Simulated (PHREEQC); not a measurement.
Make-up at 20 °C: 6.8 mmol/kgw HBr and 12 mmol/kgw CaCl2. It is in equilibrium with CO2 at log p = -3.5 (atm). Otherwise closed; pH follows from the charge balance.

The numbers come from PHREEQC with the ion-association model, phreeqc.dat.

No solid was allowed to form.

What pH, specific conductance does the model give?

pH 2.23; specific conductance 4670 µS/cm.

Species that the database lacks are ignored.
